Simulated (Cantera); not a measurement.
A closed system holds: 1 mol S, 0.13 mol H2, 2.1 mol O2, equilibrated at 3398 K and 23.0 bar.

These are equilibrium values from Cantera (NASA tables, ideal gas, pure condensed phases), not measurements of a reactor. Candidate condensed phases: H2O, H2SO4, S; 19 gas species. Rates play no part.

Base state: O2 0.435, SO2 0.402, O 0.0520, OH 0.0365, H2O 0.0348, SO 0.0328, H 0.00389, H2 0.00161 (mole fractions); condensed: gas only.

What changes in the equilibrium state with this change: O2 from 2.1 to 0.38 mol?


```tsv
species	before	after
SO	0.0328	0.289
SO2	0.402	0.227
S2	1.15e-5	0.218
O2	0.435	0.00178
S2O	1.09e-5	0.0133
SH	5.95e-5	0.0417
S	0.000501	0.0690
H2	0.00161	0.0418
O	0.0520	0.00333
H	0.00389	0.0198
OH	0.0365	0.0119
H2O	0.0348	0.0579
H2S	1.66e-6	0.00592
HO2	0.000180	3.75e-6
SO3	0.000745	2.69e-5
```

What changes in the equilibrium state with this change: temperature from 3398 K to 2975 K?


| species | before | after |
|---|---|---|
| O2 | 0.435 | 0.462 |
| SO2 | 0.402 | 0.445 |
| H2O | 0.0348 | 0.0483 |
| O | 0.0520 | 0.0147 |
| SO | 0.0328 | 0.00771 |
| OH | 0.0365 | 0.0194 |
| S2 | 1.15e-5 | 3.29e-7 |
| S | 0.000501 | 2.81e-5 |
| SH | 5.95e-5 | 4.30e-6 |
| S2O | 1.09e-5 | 8.31e-7 |
| H | 0.00389 | 0.000753 |
